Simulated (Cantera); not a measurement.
A Cantera script and what it prints.

```python
import numpy as np
import cantera as ct

gas_names = """
    H HNO HNO2 HNO3 HO2 H2 H2O H2O2 N NH NH2 NH3 NH2OH NO NO2 NO3 N2 N2H2 N2H4 N2O O OH O2 O3 Si SiH
    SiH2 SiH3 SiH4 SiN SiO SiO2 Si2 Si2N Si3
""".split()
cond_names = """
    H2O(s) H2O(L) Si(cr) Si(L) SiO2(Lqz) SiO2(hqz) SiO2(L) Si2N2O(s) Si3N4(a)
""".split()


def load(file, names, dense=False):
    # The tables refer to 1 bar. Condensed volumes are neglected.
    table = {s.name: s for s in ct.Species.list_from_file(file)}
    out = []
    for n in names:
        d = dict(table[n].input_data)
        d["thermo"] = dict(d["thermo"], **{"reference-pressure": 1e5})
        if dense:
            d["equation-of-state"] = {"model": "constant-volume", "density": "1e6 g/cm^3"}
        out.append(ct.Species.from_dict(d))
    return out


gas = ct.Solution(thermo="ideal-gas", species=load("nasa_gas.yaml", gas_names))
cond = {s.name: ct.Solution(thermo="fixed-stoichiometry", species=[s], name=s.name)
        for s in load("nasa_condensed.yaml", cond_names, dense=True)}
atoms = {
    'Si': {'Si': 1},
    'N2O': {'N': 2, 'O': 1},
    'H2': {'H': 2},
}
top_T = {'Si2N2O(s)': 2100, 'Si3N4(a)': 2400}  # K; cautious upper limits of use, not melting points


def equilibrate(T, P, feed):
    n = {}
    for name, mol in feed.items():
        for a, k in atoms[name].items():
            n[a] = n.get(a, 0.0) + k * mol
    gas.TPX = T, P, n
    mass = sum(n.values()) * gas.mean_molecular_weight
    gas.equilibrate("TP")
    valid = [c for c in cond.values() if c.min_temp <= T <= top_T.get(c.name, c.max_temp)]
    mix = ct.Mixture([(gas, mass / gas.mean_molecular_weight)] + [(c, 0.0) for c in valid])
    mix.T, mix.P = T, P
    mix.equilibrate("TP", solver="vcs", rtol=1e-11, max_steps=5000)
    return mix


results = []
feed = {'Si': 1, 'N2O': 0.16, 'H2': 500}  # mol
T = 1850  # K
P = 5.9  # Pa
mix = equilibrate(T, P, feed)
results.append((T, P, feed, dict(zip(mix.species_names, mix.species_moles))))
print(gas.report(threshold=0.0001))
for i in range(1, mix.n_phases):
    print(f"{mix.phase(i).name:16s} {mix.phase_moles(i):12.5e} mol")
```

Result:

```
       temperature   1850 K
          pressure   5.9 Pa
           density   7.7138e-07 kg/m^3
  mean mol. weight   2.011 kg/kmol
   phase of matter   gas

                          1 kg             1 kmol
                     ---------------   ---------------
          enthalpy        3.0958e+07        6.2258e+07  J
   internal energy        2.3309e+07        4.6876e+07  J
           entropy        1.3268e+05        2.6683e+05  J/K
    Gibbs function        -2.145e+08       -4.3137e+08  J
 heat capacity c_p             16304             32789  J/K
 heat capacity c_v             12170             24474  J/K

                      mass frac. Y      mole frac. X     chem. pot. / RT
                     ---------------   ---------------   ---------------
                 H          0.033903           0.06764           -14.523
                H2           0.93242           0.93012           -29.045
                N2         0.0042963        0.00030842           -44.503
                Si          0.022437         0.0016066           -9.6531
               SiO         0.0067618        0.00030846            -53.73
     [  +30 minor]         0.0001858        1.2629e-05

Si(L)             0.00000e+00 mol
SiO2(L)           0.00000e+00 mol
Si2N2O(s)         0.00000e+00 mol
Si3N4(a)          0.00000e+00 mol
```

Equilibrium computed with Cantera from the NASA thermochemical tables; the gas is ideal and each condensed phase is pure.
